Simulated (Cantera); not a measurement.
What does this Cantera script print?

```python
import numpy as np
import cantera as ct

gas_names = """
    F F2 N NF NF2 NF3 N2 Si SiF SiF2 SiF3 SiF4 SiN Si2 Si2N Si3
""".split()
cond_names = """
    Si(cr) Si(L) Si3N4(a)
""".split()


# ... load() reads the species with a 1 bar reference pressure and builds the phases ...
atoms = {
    'Si': {'Si': 1},
    'F2': {'F': 2},
    'N2': {'N': 2},
}
top_T = {'Si3N4(a)': 2400}  # K; cautious upper limits of use, not melting points


# ... equilibrate(T, P, feed) seeds the gas with the atoms and calls Mixture.equilibrate('TP', solver="vcs", rtol=1e-11, max_steps=5000) ...
results = []
T = 850  # K
P = 100000  # Pa
for m in [1.1, 1.3, 1.5, 1.8, 2.2, 2.6, 3.1, 3.7, 4.4, 5.2]:
    feed = {'Si': 1, 'F2': m, 'N2': 4.5}  # mol
    mix = equilibrate(T, P, feed)
    results.append((T, P, feed, dict(zip(mix.species_names, mix.species_moles))))

top = {s: max(r[3][s] / sum(r[3][g] for g in gas_names) for r in results) for s in gas_names}
cols = sorted((s for s in top if top[s] > 1e-06), key=lambda s: -top[s])[:6]
seen = [c for c in cond_names if any(r[3].get(c, 0) > 1e-12 for r in results)]
print("log10 of partial pressures in bar; condensed amounts in mol")
print(f"{'n(F2)':>10s}" + "".join(f"{s[:9]:>10s}" for s in cols + seen))
for T, P, feed, n in results:
    ng = sum(n[g] for g in gas_names)
    print(f"{feed['F2']:10.4g}" + "".join(f"{np.log10(max(n[s] / ng * P / 1e5, 1e-99)):10.3f}" for s in cols)
          + "".join(f"{n.get(c, 0):10.4g}" for c in seen))
```

It prints:

```
log10 of partial pressures in bar; condensed amounts in mol
     n(F2)        N2       NF3      SiF4        F2         F       NF2  Si3N4(a)
       1.1    -0.053   -61.651    -0.936   -41.620   -22.576   -46.354      0.15
       1.3    -0.062   -61.616    -0.879   -41.594   -22.563   -46.332    0.1167
       1.5    -0.069   -61.588    -0.831   -41.573   -22.552   -46.314   0.08333
       1.8    -0.080   -61.555    -0.773   -41.547   -22.539   -46.294   0.03333
       2.2    -0.101    -1.922    -0.751    -1.785    -2.658    -6.542         0
       2.6    -0.127    -1.382    -0.768    -1.416    -2.474    -6.186         0
       3.1    -0.158    -1.107    -0.788    -1.222    -2.377    -6.008         0
       3.7    -0.195    -0.922    -0.809    -1.087    -2.309    -5.891         0
       4.4    -0.237    -0.786    -0.833    -0.982    -2.257    -5.807         0
       5.2    -0.285    -0.680    -0.858    -0.896    -2.214    -5.745         0
```

Cantera equilibrium calculation (NASA polynomials, part measured and part estimated; ideal gas, pure solids and liquids). N2 is the only nitrogen source here; it is nearly inert below about 1500 K, so the nitride shown seldom forms there in practice.
